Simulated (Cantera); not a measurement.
Mixture: CH₄ : C₂H₆ : O₂ : N₂ = 1 : 0.11 : 1.49 : 5.6 (molar parts), at 2250 Torr, adiabatic and at constant volume. Ignition delay is the time to a rise of 400 K.

Model: GRI-Mech 3.0 (53 species, 325 reactions), integrated in Cantera.

**Question.** Predict: delay at 1050 K; delay at 1200 K; delay at 1350 K; delay at 1500 K; delay at 1650 K; apparent activation energy between 1500 and 1650 K.

**Answer.** 
- delay at 1050 K: 17.7 ms
- delay at 1200 K: 2.40 ms
- delay at 1350 K: 0.524 ms
- delay at 1500 K: 0.130 ms
- delay at 1650 K: 37.7 µs
- apparent activation energy between 1500 and 1650 K: 170 kJ/mol
